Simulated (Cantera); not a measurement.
A perfectly stirred reactor is fed with H2 : O2 = 0.12 : 1 (molar parts), at 10.00 Torr; it is held at 1050 K, and followed from long to short residence time.

Detailed kinetics in Cantera: GRI-Mech 3.0 (53 species, 325 reactions). Radical loss at walls, strong at low pressure, is not modelled. The temperature is held fixed by assumption; the heat of reaction is taken as removed at once.

Problem. Predict: x(H2) at τ = 26.0 s; x(O2) at τ = 26.0 s; x(HO2) at τ = 26.0 s; x(H2O) at τ = 26.0 s; x(H) at τ = 26.0 s; x(H2) at τ = 94.0 ms; x(O2) at τ = 94.0 ms; x(HO2) at τ = 94.0 ms; x(H2O) at τ = 94.0 ms; x(H) at τ = 94.0 ms.

Solution. 
| Item | Value |
|---|---|
| x(H2) at τ = 26.0 s | 7.95e-5 |
| x(O2) at τ = 26.0 s | 0.886 |
| x(HO2) at τ = 26.0 s | 1.38e-6 |
| x(H2O) at τ = 26.0 s | 0.113 |
| x(H) at τ = 26.0 s | 1.07e-5 |
| x(H2) at τ = 94.0 ms | 0.00231 |
| x(O2) at τ = 94.0 ms | 0.878 |
| x(HO2) at τ = 94.0 ms | 7.94e-6 |
| x(H2O) at τ = 94.0 ms | 0.108 |
| x(H) at τ = 94.0 ms | 0.00265 |
